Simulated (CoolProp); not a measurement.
Properties of cyclopentane along the isobar 2.56 MPa.

Values from CoolProp's reference Helmholtz-energy equation of state, Gedanitz 2015.

| T (°C) | phase | cv (kJ/(kg K)) | speed of sound (m/s) | isothermal compressibility (1/MPa) | expansivity (1/kK) |
|---|---|---|---|---|---|
| 200.45 | gas | 2.020 | 164.6 | 0.7179 | 8.593 |
| 205.55 | gas | 2.035 | 170.7 | 0.6715 | 7.576 |
| 210.65 | gas | 2.051 | 176.2 | 0.6368 | 6.816 |
| 215.75 | gas | 2.068 | 181.2 | 0.6098 | 6.223 |
| 220.85 | gas | 2.085 | 185.7 | 0.5880 | 5.745 |
| 225.95 | gas | 2.102 | 190.0 | 0.5699 | 5.350 |
| 231.05 | gas | 2.120 | 193.9 | 0.5547 | 5.016 |
| 236.05 | gas | 2.138 | 197.6 | 0.5420 | 4.735 |
| 241.15 | gas | 2.156 | 201.1 | 0.5307 | 4.486 |
| 246.25 | gas | 2.174 | 204.5 | 0.5208 | 4.268 |
| 251.35 | gas | 2.192 | 207.7 | 0.5121 | 4.075 |
| 256.45 | gas | 2.211 | 210.8 | 0.5043 | 3.902 |
| 261.55 | gas | 2.229 | 213.7 | 0.4973 | 3.746 |
| 266.65 | gas | 2.247 | 216.6 | 0.4910 | 3.605 |
| 271.75 | gas | 2.266 | 219.3 | 0.4853 | 3.477 |
| 276.85 | gas | 2.284 | 221.9 | 0.4801 | 3.360 |
